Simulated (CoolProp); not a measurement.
Vapour-liquid equilibrium of diethyl ether (1) + ethanol (2) at 1.01 MPa; x and y are mole fractions of (1).

Model: multi-fluid Helmholtz-energy mixture model, Thol 2014 and Schroeder 2014; pair parameters Bell 2016, in CoolProp.

Question: Give the bubble temperature and the first vapour's composition at x = 0.2, 0.5, 0.65. Is there an azeotrope?

Answer: x = 0.2: 411.9 K, y = 0.380; x = 0.5: 401.0 K, y = 0.661; x = 0.65: 397.7 K, y = 0.754. No azeotrope shows between x = 0.05 and 0.95.

Pair parameters are fitted to limited data, so mixtures are less certain than the pure fluids.
